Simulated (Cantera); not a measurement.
A Cantera script and what it prints.

```python
import numpy as np
import cantera as ct

gas_names = """
    CL CL2 H HCL H2 Si SiCL SiCL2 SiCL3 SiCL4 SiH SiHCL3 SiH2 SiH2CL2 SiH3 SiH3CL SiH4 Si2 Si3
""".split()
cond_names = """
    Si(cr) Si(L)
""".split()


# ... load() reads the species with a 1 bar reference pressure and builds the phases ...
atoms = {
    'Si': {'Si': 1},
    'HCl': {'H': 1, 'CL': 1},
    'H2': {'H': 2},
}
top_T = {}  # K; cautious upper limits of use, not melting points


# ... equilibrate(T, P, feed) seeds the gas with the atoms and calls Mixture.equilibrate('TP', solver="vcs", rtol=1e-11, max_steps=5000) ...
results = []
feed = {'Si': 1, 'HCl': 10, 'H2': 2.5}  # mol
P = 10000  # Pa
for T in [548, 623, 698, 773, 848, 923, 998, 1073, 1148, 1223, 1298, 1373, 1448, 1523]:
    mix = equilibrate(T, P, feed)
    results.append((T, P, feed, dict(zip(mix.species_names, mix.species_moles))))

top = {s: max(r[3][s] / sum(r[3][g] for g in gas_names) for r in results) for s in gas_names}
cols = sorted((s for s in top if top[s] > 0.0001), key=lambda s: -top[s])[:9]
seen = [c for c in cond_names if any(r[3].get(c, 0) > 1e-12 for r in results)]
print("log10 of partial pressures in bar; condensed amounts in mol")
print(f"{'T/K':>10s}" + "".join(f"{s[:9]:>10s}" for s in cols + seen))
for T, P, feed, n in results:
    ng = sum(n[g] for g in gas_names)
    print(f"{T:10.4g}" + "".join(f"{np.log10(max(n[s] / ng * P / 1e5, 1e-99)):10.3f}" for s in cols)
          + "".join(f"{n.get(c, 0):10.4g}" for c in seen))
```

It prints:

```
log10 of partial pressures in bar; condensed amounts in mol
       T/K       HCL        H2     SiCL4     SiCL2     SiCL3    SiHCL3
       548    -1.283    -1.407    -2.061   -20.398   -13.013    -7.331
       623    -1.283    -1.407    -2.061   -16.893   -10.970    -6.520
       698    -1.283    -1.407    -2.061   -14.153    -9.371    -5.890
       773    -1.283    -1.408    -2.061   -11.953    -8.088    -5.387
       848    -1.282    -1.408    -2.061   -10.151    -7.035    -4.976
       923    -1.282    -1.408    -2.062    -8.648    -6.157    -4.635
       998    -1.282    -1.408    -2.063    -7.377    -5.415    -4.348
      1073    -1.282    -1.408    -2.066    -6.290    -4.780    -4.104
      1148    -1.281    -1.409    -2.070    -5.353    -4.233    -3.896
      1223    -1.280    -1.411    -2.081    -4.543    -3.763    -3.724
      1298    -1.276    -1.416    -2.106    -3.852    -3.367    -3.591
      1373    -1.268    -1.426    -2.161    -3.286    -3.056    -3.517
      1448    -1.255    -1.445    -2.267    -2.861    -2.846    -3.524
      1523    -1.239    -1.470    -2.438    -2.572    -2.742    -3.619
```

Equilibrium computed with Cantera from the NASA thermochemical tables; the gas is ideal and each condensed phase is pure. The tables' values for SiCl3 are old estimates; treat these amounts as uncertain.
